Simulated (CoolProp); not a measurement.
Vapour-liquid equilibrium of toluene (1) + n-nonane (2) at 0.305 kPa; x and y are mole fractions of (1).

Computed with CoolProp (multi-fluid Helmholtz-energy mixture model, Lemmon 2006 and Lemmon 2006; pair parameters Bell 2016).

```tsv
x	bubble temperature, mixture model (°C)	bubble temperature, Raoult's law (°C)	y, mixture model	y, Raoult's law
0.05	8.5	11.0	…	0.290
0.15	0.3	4.7	0.712	0.598
0.25	-4.5	0.2	0.822	0.750
0.35	-7.5	-3.4	0.875	0.836
0.45	-9.6	-6.2	…	0.890
0.55	…	-8.6	0.927	0.926
0.65	-12.3	-10.6	0.944	0.952
0.75	-13.4	-12.4	…	0.970
0.85	-14.4	-13.9	0.974	0.984
0.95	-15.4	-15.3	0.990	0.995
```

Task: What belongs in the gaps?

Result: 
- 0.05, y, mixture model: 0.406
- 0.45, y, mixture model: 0.906
- 0.55, bubble temperature, mixture model (°C): -11.1
- 0.75, y, mixture model: 0.959

The largest gap from Raoult's law is -4.7 K in bubble temperature, at x = 0.25. No azeotrope shows between x = 0.05 and 0.95.

The pair parameters rest on a limited set of measurements; away from them the model extrapolates.
